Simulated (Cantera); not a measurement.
A freely propagating, adiabatic, planar premixed flame of CH4 : O2 : N2 = 1 : 2 : 7.52 (molar parts), unburnt at 350 K and 0.168 atm; mixture-averaged transport, grid criteria slope 0.08 and curve 0.16, no radiation.

Cantera simulation using GRI-Mech 3.0 (53 species, 325 reactions); the numbers are that mechanism's predictions, not measurements. Burning velocities carry a grid error of a few per cent, more on coarse grids.

x: mole fraction of selected species; z is measured from the peak of heat release.

```
z (mm)  T (K)  u (m/s)     x CH4    x O2       x H    x C2H    x CO2   x C2H2
------  -----  -------  --------  ------  --------  -------  -------  -------
-5.49     350    0.745    0.0950   0.190     <1e-8    <1e-8    <1e-8    <1e-8
-3.66     350    0.746    0.0949   0.190     <1e-8    <1e-8  1.42e-7    <1e-8
-2.75     352    0.752    0.0946   0.189     <1e-8    <1e-8  2.12e-6  1.15e-8
-1.83       ?    0.827    0.0923   0.187   9.12e-7    <1e-8  7.85e-5  3.68e-7
-0.915      ?     1.70    0.0694   0.159  0.000370    <1e-8  0.00301  1.29e-5
-0.458      ?     2.68    0.0394   0.118   0.00157    <1e-8  0.00950  4.47e-5
0           ?     3.59    0.0103  0.0691   0.00499  8.85e-8   0.0208  8.99e-5
0.458    1771     3.96  0.000948  0.0398   0.00946  8.47e-8   0.0339  2.19e-5
0.915    1805     4.03   4.48e-5  0.0291    0.0121    <1e-8   0.0445  9.21e-7
1.83     1831     4.06   1.14e-7  0.0238    0.0135    <1e-8   0.0558    <1e-8
3.66     1862     4.12     <1e-8  0.0216    0.0130    <1e-8   0.0620    <1e-8
7.32     1904     4.20     <1e-8  0.0202    0.0110    <1e-8   0.0639    <1e-8
14.6     1963     4.31     <1e-8  0.0183   0.00832    <1e-8   0.0657    <1e-8
```

Question: Fill in the missing entries.

Answer: 
- -1.83, T (K): 385
- -0.915, T (K): 780
- -0.458, T (K): 1211
- 0, T (K): 1610
